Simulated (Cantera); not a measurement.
A Cantera script and its output.

```python
import numpy as np
import cantera as ct

gas = ct.Solution("h2o2.yaml")
gas.TPX = 1025, 2200, {'H2': 0.011, 'O2': 1, 'H2O': 0.095}
reactor = ct.IdealGasConstPressureReactor(gas, energy="off", clone=False)
net = ct.ReactorNet([reactor])
net.rtol, net.atol = 1e-08, 1e-18
show = ['H2', 'O2', 'OH', 'H', 'HO2']
times = np.geomspace(0.0001, 1, 11)

steps = ct.SolutionArray(gas, extra=["t"])
rows = []
print(f"{'t/s':>10s}{'T/K':>9s}{'P/Pa':>11s}" + "".join(f"{s:>11s}" for s in show))
for t in times:
    while net.time < t:
        t_next = net.step()
        steps.append(gas.state, t=t_next)
    rows.append([np.interp(t, steps.t, y) for y in (steps.T, steps.P, *steps(*show).X.T)])
    print(f"{t:10.3e}{rows[-1][0]:9.1f}{rows[-1][1]:11.4g}" + "".join(f"{x:11.3e}" for x in rows[-1][2:]))
rate = np.gradient(steps.T, steps.t)
print("integrator steps:", len(steps.t))
if steps.T.max() > steps.T[0] + 200:
    print(f"time of steepest temperature rise: {steps.t[rate.argmax()]:.4e} s")
gas.TPX = 1025, 2200, {'H2': 0.011, 'O2': 1, 'H2O': 0.095}
gas.equilibrate("TP")
print(f"equilibrium (TP): T = {gas.T:.1f} K  " + "  ".join(f"{s} {gas[s].X[0]:.3e}" for s in show))
```

Result:

```
       t/s      T/K       P/Pa         H2         O2         OH          H        HO2
 1.000e-04   1025.0       2200  9.946e-03  9.042e-01  1.241e-11  1.629e-11  2.902e-11
 2.512e-04   1025.0       2200  9.946e-03  9.042e-01  4.842e-11  2.868e-11  7.392e-11
 6.310e-04   1025.0       2200  9.946e-03  9.042e-01  1.864e-10  6.818e-11  1.913e-10
 1.585e-03   1025.0       2200  9.946e-03  9.042e-01  1.306e-09  3.920e-10  5.558e-10
 3.981e-03   1025.0       2200  9.946e-03  9.042e-01  8.092e-08  2.344e-08  8.202e-09
 1.000e-02   1025.0       2200  7.048e-03  9.020e-01  7.827e-04  4.173e-04  9.872e-06
 2.512e-02   1025.0       2200  1.390e-04  9.022e-01  5.155e-04  1.362e-04  6.215e-06
 6.310e-02   1025.0       2200  1.900e-05  9.034e-01  1.950e-04  7.608e-06  2.032e-06
 1.585e-01   1025.0       2200  2.936e-06  9.036e-01  8.221e-05  5.575e-07  5.354e-07
 3.981e-01   1025.0       2200  5.491e-07  9.037e-01  3.886e-05  5.816e-08  1.430e-07
 1.000e+00   1025.0       2200  1.297e-07  9.037e-01  2.023e-05  8.200e-09  4.258e-08
integrator steps: 1090
equilibrium (TP): T = 1025.0 K  H2 1.244e-10  O2 9.037e-01  OH 6.818e-07  H 3.297e-13  HO2 1.553e-09
```

Model: the H2/O2 subset of GRI-Mech 3.0, which has no nitrogen chemistry, integrated in Cantera. Radical loss at walls, strong at low pressure, is not modelled.
